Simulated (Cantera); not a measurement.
A closed system holds: 1 mol Si2H6, 20 mol NO, 8.3 mol H2, 2.6 mol N2O, at 360 Torr.

Cantera equilibrium calculation (NASA polynomials, part measured and part estimated; ideal gas, pure solids and liquids). Candidate condensed phases: H2O, Si, SiO2, Si2N2O, Si3N4; 35 gas species. The feed counts by its element totals alone. The tables hold silica as quartz up to 1696 K and as liquid above; real silica turns to tridymite and cristobalite and melts near 1996 K. Gases not in the tables: Si(OH)4. Equilibrium is a limit: real reactors are often held back by kinetics, nucleation or transport. All values below are at 1452 °C.

Base state: N2 0.456, H2O 0.410, O2 0.131, NO 0.00192, OH 0.000929, H2 4.24e-5, O 3.04e-5 (mole fractions); condensed: SiO2(condensed).

### Question
What changes in the equilibrium state with this change: pressure from 360 Torr to 2.10 Torr?

### Answer
| species | before | after |
|---|---|---|
| N2 | 0.456 | 0.456 |
| H2O | 0.410 | 0.407 |
| O2 | 0.131 | 0.131 |
| OH | 0.000929 | 0.00335 |
| H | 1.75e-6 | 8.26e-5 |
| O | 3.04e-5 | 0.000396 |
| SiO2(condensed), mol | 2.00 | 2.00 |

### Question
What changes in the equilibrium state with this change: pressure from 360 Torr to 6.75 Torr?

### Answer
| species | before | after |
|---|---|---|
| N2 | 0.456 | 0.456 |
| H2O | 0.410 | 0.408 |
| O2 | 0.131 | 0.131 |
| OH | 0.000929 | 0.00250 |
| H | 1.75e-6 | 3.44e-5 |
| H2 | 4.24e-5 | 0.000309 |
| O | 3.04e-5 | 0.000221 |
| NO | 0.00192 | 0.00191 |
| SiO2(condensed), mol | 2.00 | 2.00 |
